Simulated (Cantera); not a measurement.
A Cantera script and what it prints.

```python
import numpy as np
import cantera as ct

gas_names = """
    Fe FeO Fe(OH)2 H HO2 H2 H2O H2O2 H2S H2SO4 O OH O2 O3 S SH SO SO2 SO3 S2 S2O S8
""".split()
cond_names = """
    Fe(a) Fe(c) Fe(d) Fe(L) FeO(s) FeO(L) Fe(OH)2(s) Fe(OH)3(s) FeS(a) FeS(b) FeS(c) FeS(L) FeSO4(s)
    FeS2(s) Fe2O3(s) Fe2S3O12(s) Fe3O4(s) H2O(s) H2O(L) H2SO4(L) S(cr1) S(cr2) S(L)
""".split()


def load(file, names, dense=False):
    # The tables refer to 1 bar. Condensed volumes are neglected.
    table = {s.name: s for s in ct.Species.list_from_file(file)}
    out = []
    for n in names:
        d = dict(table[n].input_data)
        d["thermo"] = dict(d["thermo"], **{"reference-pressure": 1e5})
        if dense:
            d["equation-of-state"] = {"model": "constant-volume", "density": "1e6 g/cm^3"}
        out.append(ct.Species.from_dict(d))
    return out


gas = ct.Solution(thermo="ideal-gas", species=load("nasa_gas.yaml", gas_names))
cond = {s.name: ct.Solution(thermo="fixed-stoichiometry", species=[s], name=s.name)
        for s in load("nasa_condensed.yaml", cond_names, dense=True)}
atoms = {
    'FeS': {'Fe': 1, 'S': 1},
    'O2': {'O': 2},
    'H2O': {'H': 2, 'O': 1},
    'SO3': {'S': 1, 'O': 3},
}
top_T = {'FeSO4(s)': 950, 'FeS2(s)': 1010, 'Fe2O3(s)': 1830, 'Fe2S3O12(s)': 1100, 'Fe3O4(s)': 1870}  # K; cautious upper limits of use, not melting points


def equilibrate(T, P, feed):
    n = {}
    for name, mol in feed.items():
        for a, k in atoms[name].items():
            n[a] = n.get(a, 0.0) + k * mol
    gas.TPX = T, P, n
    mass = sum(n.values()) * gas.mean_molecular_weight
    gas.equilibrate("TP")
    valid = [c for c in cond.values() if c.min_temp <= T <= top_T.get(c.name, c.max_temp)]
    mix = ct.Mixture([(gas, mass / gas.mean_molecular_weight)] + [(c, 0.0) for c in valid])
    mix.T, mix.P = T, P
    mix.equilibrate("TP", solver="vcs", rtol=1e-11, max_steps=5000)
    return mix


results = []
feed = {'FeS': 1, 'O2': 0.16, 'H2O': 5.9, 'SO3': 1.1}  # mol
T = 1748.15  # K
P = 101325  # Pa
mix = equilibrate(T, P, feed)
results.append((T, P, feed, dict(zip(mix.species_names, mix.species_moles))))
print(gas.report(threshold=0.001))
for i in range(1, mix.n_phases):
    print(f"{mix.phase(i).name:16s} {mix.phase_moles(i):12.5e} mol")
```

Output:

```
       temperature   1748.2 K
          pressure   1.0133e+05 Pa
           density   0.1949 kg/m^3
  mean mol. weight   27.958 kg/kmol
   phase of matter   gas

                          1 kg             1 kmol
                     ---------------   ---------------
          enthalpy       -5.7951e+06       -1.6202e+08  J
   internal energy        -6.315e+06       -1.7655e+08  J
           entropy            9969.1        2.7871e+05  J/K
    Gibbs function       -2.3223e+07       -6.4925e+08  J
 heat capacity c_p            1789.8             50039  J/K
 heat capacity c_v            1492.4             41725  J/K

                      mass frac. Y      mole frac. X     chem. pot. / RT
                     ---------------   ---------------   ---------------
                H2         0.0044184          0.061274           -21.839
               H2O           0.44517           0.69086            -43.89
               H2S          0.014875          0.012204            -35.02
                SH         0.0016857         0.0014252             -24.1
                SO          0.010312         0.0059991           -35.231
               SO2           0.46592           0.20335           -57.282
                S2          0.053572          0.023359           -26.361
               S2O         0.0036984         0.0012906           -48.412
     [  +14 minor]        0.00034985        0.00024206

Fe(d)             0.00000e+00 mol
FeO(L)            9.99426e-01 mol
FeS(L)            0.00000e+00 mol
Fe2O3(s)          0.00000e+00 mol
Fe3O4(s)          0.00000e+00 mol
S(L)              0.00000e+00 mol
```

Equilibrium computed with Cantera from the NASA thermochemical tables; the gas is ideal and each condensed phase is pure. The tables' stoichiometric FeO is somewhat more stable than real wüstite, so its field is too wide. FeO: taken at fixed stoichiometry.
